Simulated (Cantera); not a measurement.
Charge: 1 mol SiCl4, 5 mol H2O, a varied amount of H2, at 1850 °C and 503 Torr.

These are equilibrium values from Cantera (NASA tables, ideal gas, pure condensed phases), not measurements of a reactor. Candidate condensed phases: H2O, Si, SiO2; 30 gas species. The tables hold silica as quartz up to 1696 K and as liquid above; real silica turns to tridymite and cristobalite and melts near 1996 K. Gases not in the tables: Si(OH)4. Rates play no part.

log p: log10 of the partial pressure in bar; n: condensed amount in mol.

```tsv
n(H2) (mol)	log p H2	log p HCl	log p H2O	log p Cl	log p H	log p SiO	n SiO2(l)
0.18	-1.69	-0.44	-0.56	-2.17	-3.29	?	1.000
0.27	-1.56	-0.44	-0.56	-2.24	-3.22	?	0.999
0.43	-1.39	-0.45	-0.57	-2.34	-3.14	?	0.999
0.67	-1.22	-0.46	-0.58	-2.43	-3.06	?	0.999
1.1	-1.04	-0.49	-0.61	-2.55	-2.96	?	0.998
1.6	-0.90	-0.51	-0.63	-2.64	-2.90	?	0.997
2.6	-0.74	-0.56	-0.68	-2.77	-2.82	?	0.995
4	-0.62	-0.62	-0.74	-2.89	-2.75	?	0.990
6.3	-0.50	-0.70	-0.82	-3.03	-2.70	?	0.982
9.9	-0.41	-0.80	-0.92	-3.18	-2.65	?	0.964
```

Question: Fill in the missing entries.

Answer: 
- 0.18, log p SiO: -4.49
- 0.27, log p SiO: -4.35
- 0.43, log p SiO: -4.18
- 0.67, log p SiO: -4.00
- 1.1, log p SiO: -3.79
- 1.6, log p SiO: -3.63
- 2.6, log p SiO: -3.42
- 4, log p SiO: -3.24
- 6.3, log p SiO: -3.04
- 9.9, log p SiO: -2.85
